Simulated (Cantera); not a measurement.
An adiabatic, constant-volume homogeneous reactor starts with C3H8 : O2 : N2 : H2O = 1 : 10.6 : 40 : 5 (molar parts), at 1150 K and 57000 Pa.

Cantera simulation using GRI-Mech 3.0 (53 species, 325 reactions); the numbers are that mechanism's predictions, not measurements. GRI-Mech 3.0 was tuned for natural gas; its chemistry of propane as a main component is partial and can be far from experiment.

x: mole fraction; the columns are a selection and need not sum to one.

```tsv
t (s)	T (K)	P (bar)	x C3H8	x O2	x H2O	x C2H	x H	x HCN	x C2H2
2.00e-6	1150	0.570	0.0177	0.187	0.0883	<1e-12	1.04e-9	<1e-12	<1e-12
7.02e-6	1150	0.570	0.0177	0.187	0.0883	<1e-12	4.32e-9	<1e-12	<1e-12
2.47e-5	1150	0.570	0.0177	0.187	0.0883	<1e-12	6.44e-9	<1e-12	<1e-12
8.66e-5	1150	0.570	0.0177	0.187	0.0883	<1e-12	7.38e-9	<1e-12	<1e-12
0.000304	1150	0.570	0.0177	0.187	0.0883	<1e-12	…	<1e-12	2.74e-11
0.00107	1150	0.570	0.0176	0.187	0.0884	<1e-12	4.04e-8	<1e-12	2.30e-9
0.00375	1150	0.570	0.0172	0.187	0.0885	<1e-12	…	<1e-12	…
0.0132	1153	0.573	0.0156	0.186	0.0891	<1e-12	1.12e-7	<1e-12	1.22e-6
0.0462	2257	1.14	<1e-12	0.0952	0.152	<1e-12	0.000200	<1e-12	<1e-12
0.162	2248	1.14	<1e-12	0.0932	0.152	<1e-12	0.000186	<1e-12	<1e-12
0.570	2241	1.13	<1e-12	0.0918	0.152	<1e-12	0.000177	<1e-12	<1e-12
2.00	2241	1.13	<1e-12	0.0917	0.152	<1e-12	0.000177	<1e-12	<1e-12
```

Task: Fill in the missing entries.

Result: 
- 0.000304, x H: 1.68e-8
- 0.00375, x H: 4.63e-8
- 0.00375, x C2H2: 5.65e-8
